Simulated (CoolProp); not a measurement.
Properties of n-perfluorohexane at several states (Tc = 174.9 °C, pc = 1742 kPa, ω = 0.497).

Model: reference Helmholtz-energy equation of state, Gao 2022, in CoolProp.

```tsv
T (°C)	p (kPa)	phase	density (kg/m³)	cp (kJ/(kg K))	isothermal compressibility (1/MPa)	expansivity (1/kK)	fugacity coefficient
56.55	249	liquid	1581	1.097	0.004223	2.021	0.3804
63.85	7300	liquid	1602	1.089	0.003392	1.731	0.02792
-65.45	42.3	liquid	1929	0.9069	0.001171	1.466	0.001267
```
